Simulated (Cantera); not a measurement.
**MgO + SO2 + O2 + H2S (roasting and sulfation)**

Input: 1 mol MgO, 0.18 mol SO2, 0.87 mol O2, 0.069 mol H2S, equilibrated at 2.40 bar.

Equilibrium computed with Cantera from the NASA thermochemical tables; the gas is ideal and each condensed phase is pure. Candidate condensed phases: H2O, H2SO4, Mg, MgO, Mg(OH)2, MgS, MgSO4, S; 26 gas species. Mutual solubility and eutectic melting of coexisting phases are not modelled. Rates play no part.

```
T (°C)  log p O2  log p SO2  log p H2O  log p SO3  n MgO(s)  n MgSO4(s)
------  --------  ---------  ---------  ---------  --------  ----------
450         0.34       <-11      -0.63     -10.91     0.751       0.249
550         0.34      -9.96      -0.63      -8.43     0.751       0.249
650         0.34      -7.36      -0.63      -6.51     0.751       0.249
750         0.34      -5.28      -0.63      -4.97     0.751       0.249
850         0.34      -3.58      -0.63      -3.71     0.751       0.249
950         0.33      -2.17      -0.64      -2.68     0.754       0.246
1050        0.31      -0.98      -0.67      -1.81     0.789       0.211
1150        0.23      -0.29      -0.81      -1.42      1.00           0
1250        0.23      -0.28      -0.81      -1.64      1.00           0
1350        0.23      -0.27      -0.82      -1.83      1.00           0
1450        0.23      -0.27      -0.82      -2.01      1.00           0
1550        0.23      -0.26      -0.82      -2.16     1.000           0
```
log p: log10 of the partial pressure in bar; n: condensed amount in mol.

From 450 °C to 1050 °C the condensed part is MgO(s) + MgSO4(s). From 1150 °C to 1550 °C the condensed part is MgO(s).
